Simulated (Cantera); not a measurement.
A diamond (100) surface in a fixed gas of H2 with x(CH4) = 0.0091, x(CH3) = 2.6e-05, at 1350 K, 0.138 atm; coverages are run to steady state.

Cantera simulation using the Harris–Goodwin 1993 mechanism for the reconstructed diamond (100) surface; the numbers are that mechanism's predictions, not measurements.

One state of this run: growth (µm/h) = 2.04; θ c6HH = 0.351; θ c6H* = 0.0552; θ c6*H = 0.538; θ c6** = 0.0559. θ: site fractions in the mechanism's names (c6HH fully hydrogenated, c6H* and c6*H radical sites, c6** diradical, c6HM methylated).

Question: Which value of x(H) does it belong to?
A. 0.0035
B. 0.021
C. 0.0001
D. 0.0014

Answer: B, 0.021
